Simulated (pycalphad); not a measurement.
Source of the numbers: pycalphad with the COST 507 light-alloy database (1999); pressure 1 atm. No gas phase is included, though pure Mg would boil below 1650 K. The database dates from 1999; later assessments differ in places, in temperatures and in the compounds included. Kinetics are ignored, which matters at the lower temperatures.

**Mg-0.8067Si-15.72Al (wt.%): equilibrium cooling sequence**

```
T (K)          phases above              phases below
-----  --------------------  ------------------------
831.8                liquid              hcp + liquid
830.9          hcp + liquid      hcp + liquid + MG2SI
708.7  hcp + liquid + MG2SI  ALMG_GAMMA + hcp + MG2SI
```

Changes were sought between steps of 50 K, so a narrower field can be missed.

Database names, with the compositions (at.%) that they take in these runs: MG2SI: Mg 67 Si 33; ALMG_GAMMA: Mg 59 Al 40.
